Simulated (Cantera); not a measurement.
An isothermal, constant-pressure homogeneous reactor starts with NO : N2 = 1 : 0.11 (molar parts), at 1825 K and 0.0140 bar.

Model: GRI-Mech 3.0 (53 species, 325 reactions), integrated in Cantera. Radical loss at walls, strong at low pressure, is not modelled.

x: mole fraction; the columns are a selection and need not sum to one.

```csv
t (s),x NO,x NO2,x O2,x N2,x N2O
0.000500,0.901,8.36e-9,3.12e-9,0.0991,1.64e-6
0.00144,0.901,6.81e-8,2.58e-8,0.0991,4.70e-6
0.00416,0.901,5.39e-7,2.18e-7,0.0991,1.34e-5
0.0120,0.901,3.73e-6,1.94e-6,0.0991,3.71e-5
0.0347,0.901,[?],[?],0.0991,[?]
0.100,0.900,3.12e-5,0.000204,0.0993,0.000196
0.289,0.898,3.53e-5,0.00101,0.100,0.000265
0.833,0.893,4.10e-5,0.00351,0.103,0.000266
2.40,0.879,5.48e-5,0.0108,0.110,0.000250
6.93,0.836,8.39e-5,0.0323,0.131,0.000213
20.0,[?],[?],[?],[?],[?]
```

Q: What belongs in the gaps?

A: 
- 0.0347, x NO2: 1.73e-5
- 0.0347, x O2: 2.14e-5
- 0.0347, x N2O: 9.53e-5
- 20.0, x NO: 0.714
- 20.0, x NO2: 0.000125
- 20.0, x O2: 0.0930
- 20.0, x N2: 0.192
- 20.0, x N2O: 0.000140
